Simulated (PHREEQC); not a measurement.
0.088 g of hydrous ferric oxide (600 m²/g; 0.2 weak and 0.005 strong sites per Fe, Dzombak-Morel constants, diffuse double layer) in 1 kg of water with 0.005 mol/kgw of an inert sodium salt and 0.00058 mmol/kgw Ag2SO4, 0.0013 mmol/kgw MnCl2 and 0.23 mmol/kgw MgCl2, at 25 °C; the pH is set by adding NaOH or the inert anion's acid. The system is closed to oxygen. The system is closed to CO2. No solid was allowed to form.

Equilibrium calculation in PHREEQC: ion-association model, wateq4f.dat.

| pH | S sorbed (%) | Ag sorbed (%) | Mn sorbed (%) | Mg sorbed (%) | surface charge σ (C/m²) |
|---|---|---|---|---|---|
| 4 | 99.9 | 0.0 | 0.0 | 0.0 | 0.188 |
| 4.38 | 99.9 | 0.1 | 0.0 | 0.0 | 0.147 |
| 4.75 | 99.7 | (withheld) | 0.0 | 0.0 | 0.113 |
| 5.12 | 99.0 | 0.4 | 0.0 | 0.0 | 0.085 |
| 5.5 | 96.5 | 1.1 | 0.2 | 0.0 | 0.062 |
| 5.88 | 87.7 | 2.7 | 0.8 | 0.0 | 0.044 |
| 6.25 | (withheld) | 6.1 | 3.8 | 0.0 | 0.031 |
| 6.62 | 29.4 | 12.8 | 15.4 | 0.0 | 0.021 |
| 7 | 8.2 | 24.0 | 45.8 | 0.2 | 0.014 |
| 7.38 | 1.9 | 39.5 | 78.8 | 1.2 | 0.008 |
| 7.75 | (withheld) | 57.6 | 93.5 | (withheld) | 0.005 |
| 8.12 | 0.2 | 73.6 | 97.7 | (withheld) | 0.003 |
| 8.5 | 0.1 | (withheld) | 98.9 | 22.9 | 0.002 |
| 8.88 | 0.1 | 89.4 | 99.4 | 31.6 | 0.002 |
| 9.25 | 0.0 | 92.0 | 99.6 | 37.3 | 0.002 |
| 9.62 | 0.0 | 93.1 | 99.6 | 40.6 | 0.002 |
| 10 | 0.0 | 93.7 | 99.6 | 42.2 | 0.002 |

### Question
Complete the blanks.

### Answer

- 4.75, Ag sorbed (%): 0.2
- 6.25, S sorbed (%): 64.1
- 7.75, S sorbed (%): 0.5
- 7.75, Mg sorbed (%): 4.9
- 8.12, Mg sorbed (%): 12.9
- 8.5, Ag sorbed (%): 84.0

Along this series the solution becomes supersaturated in solids that the run did not let form, among them Cerargyrite. Complexes and solids missing from the database can't appear.
